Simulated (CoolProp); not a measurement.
100 sccm (0 °C, 1 atm) of nitrogen bubbles through liquid p-xylene at 311 K and leaves saturated at a total pressure of 0.00891 MPa (ideal gas phase). Each further row changes one setting.

Computed with CoolProp (reference Helmholtz-energy equation of state, Zhou 2012).

| case | vapour pressure (kPa) | mole fraction of vapour | delivery (mg/min) | delivery (sccm) | change of delivery for a bath 1 K warmer (%) |
|---|---|---|---|---|---|
| as stated | 2.38 | 0.267 | 172 | ? | ? |
| bath temperature 316 K | ? | ? | ? | ? | ? |
| total pressure 0.0178 MPa | 2.38 | 0.134 | ? | 15.4 | 6.2 |

**Question.** Some entries are withheld; supply them.

**Answer.** 
- as stated, delivery (sccm): 36.4
- as stated, change of delivery for a bath 1 K warmer (%): 7.4
- bath temperature 316 K, vapour pressure (kPa): 3.07
- bath temperature 316 K, mole fraction of vapour: 0.344
- bath temperature 316 K, delivery (mg/min): 249
- bath temperature 316 K, delivery (sccm): 52.5
- bath temperature 316 K, change of delivery for a bath 1 K warmer (%): 8.0
- total pressure 0.0178 MPa, delivery (mg/min): 73.0
